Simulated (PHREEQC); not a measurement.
Ca(OH)2 is added in steps, without added water, to 1 kg of water holding 0.00046 mol H2S and 0.0011 mol HCl, at 25 °C. The system is closed to oxygen. No CO2 enters from the air. Solids allowed: Portlandite. Others were left out.

Base run: PHREEQC, ion-association model, wateq4f.dat. Each further column changes one thing. The table gives pH.

```csv
Ca(OH)2 added (mol),base,HCl from 0.0011 to 0.00022 mol/kgw,no solid may form
0,2.97,3.66,2.97
0.000175,3.14,6.53,3.14
0.0002917,3.30,7.50,3.30
0.0004667,3.80,10.38,3.80
0.0006417,6.74,10.75,6.74
0.0007583,7.89,10.89,7.89
0.0009333,10.45,11.04,10.45
0.001108,10.78,11.15,10.78
0.001225,10.91,11.21,10.91
0.0014,11.05,11.29,11.05
```

The polysulfide entries of wateq4f.dat were taken out for this run.
